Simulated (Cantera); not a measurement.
# Ignition delay

Mixture: 2.92 % CH4, 0.760 % C2H6, 2.05 % C3H8, 19.1 % O2, 71.9 % N2, 3.22 % CO2, at 3750 Torr, adiabatic and at constant pressure. Ignition delay is the time to a rise of 400 K.

Cantera simulation using GRI-Mech 3.0 (53 species, 325 reactions); the numbers are that mechanism's predictions, not measurements. GRI-Mech 3.0 was tuned for natural gas; its chemistry of propane as a main component is partial and can be far from experiment.

```csv
T0 (K),delay (ms)
1200,1.33
1275,0.456
1350,0.170
1425,0.0709
1500,0.0334
1575,0.0176
```

```yaml
apparent activation energy between 1425 and 1575 K: 170 kJ/mol
```
